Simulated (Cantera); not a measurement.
An isothermal, constant-pressure homogeneous reactor starts with C2H6 : N2 = 1 : 1.3 (molar parts), at 1900 K and 0.000484 atm.

Model: GRI-Mech 3.0 (53 species, 325 reactions), integrated in Cantera. GRI-Mech 3.0 stops at C3 and has no aromatics, soot or wall deposition, so with more carbon than oxygen in the feed, carbon stays in small species such as C2H2 where larger ones or solid carbon would form. Radical loss at walls, strong at low pressure, is not modelled.

One state of this run: x C2H6 = 4.68e-6; x C2H = 1.31e-5; x HCN = 1.02e-5; x H2 = 0.418; x C2H2 = 0.219; x CH3 = 0.00362. x: mole fraction; the columns are a selection and need not sum to one.

Which value of t (s) does it belong to?
A. 0.345
B. 0.00488
C. 0.0141
D. 0.119

A, 0.345
